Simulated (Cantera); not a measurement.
A Cantera script and what it prints.

```python
import numpy as np
import cantera as ct

gas_names = """
    Ca CaF CaF2 CaO CaOH CaO2H2 Ca2 F FO FO2 F2 F2O H HF HOF HO2 H2 H2F2 H2O H2O2 H3F3 H4F4 H5F5 H6F6
    H7F7 O OH O2 O3
""".split()
cond_names = """
    Ca(a) Ca(b) Ca(L) CaF2(a) CaF2(b) CaF2(L) CaO(s) CaO(L) CaO2H2(s) H2O(s) H2O(L)
""".split()


def load(file, names, dense=False):
    # The tables refer to 1 bar. Condensed volumes are neglected.
    table = {s.name: s for s in ct.Species.list_from_file(file)}
    out = []
    for n in names:
        d = dict(table[n].input_data)
        d["thermo"] = dict(d["thermo"], **{"reference-pressure": 1e5})
        if dense:
            d["equation-of-state"] = {"model": "constant-volume", "density": "1e6 g/cm^3"}
        out.append(ct.Species.from_dict(d))
    return out


gas = ct.Solution(thermo="ideal-gas", species=load("nasa_gas.yaml", gas_names))
cond = {s.name: ct.Solution(thermo="fixed-stoichiometry", species=[s], name=s.name)
        for s in load("nasa_condensed.yaml", cond_names, dense=True)}
atoms = {
    'CaF2': {'Ca': 1, 'F': 2},
    'H2': {'H': 2},
    'O2': {'O': 2},
}
top_T = {}  # K; cautious upper limits of use, not melting points


def equilibrate(T, P, feed):
    n = {}
    for name, mol in feed.items():
        for a, k in atoms[name].items():
            n[a] = n.get(a, 0.0) + k * mol
    gas.TPX = T, P, n
    mass = sum(n.values()) * gas.mean_molecular_weight
    gas.equilibrate("TP")
    valid = [c for c in cond.values() if c.min_temp <= T <= top_T.get(c.name, c.max_temp)]
    mix = ct.Mixture([(gas, mass / gas.mean_molecular_weight)] + [(c, 0.0) for c in valid])
    mix.T, mix.P = T, P
    mix.equilibrate("TP", solver="vcs", rtol=1e-11, max_steps=5000)
    return mix


results = []
feed = {'CaF2': 1, 'H2': 0.18, 'O2': 0.98}  # mol
T = 1600  # K
P = 1.5  # Pa
mix = equilibrate(T, P, feed)
results.append((T, P, feed, dict(zip(mix.species_names, mix.species_moles))))
x = sorted(zip(gas.X, gas.species_names), reverse=True)
print(f"T = {T:g} K  P = {P:g} Pa  gas = {mix.phase_moles(0):.4g} mol")
print("   x: " + "  ".join(f"{s} {v:.3e}" for v, s in x if v > 1e-06))
print("   condensed (mol): " + ("  ".join(f"{mix.phase(i).name} {mix.phase_moles(i):.4g}"
      for i in range(1, mix.n_phases) if mix.phase_moles(i) > 1e-12) or "none"))
```

It prints:

```
T = 1600 K  P = 1.5 Pa  gas = 2.073 mol
   x: O2 4.280e-01  CaF2 3.971e-01  HF 1.706e-01  O 2.450e-03  H2O 1.321e-03  OH 3.905e-04  F 6.956e-05  H 2.610e-05  CaF 2.314e-05  H2 3.458e-06
   condensed (mol): CaO(s) 0.1769
```

Method: chemical equilibrium by Gibbs-energy minimisation in Cantera with the NASA 1993 tables (ideal gas, pure condensed phases).
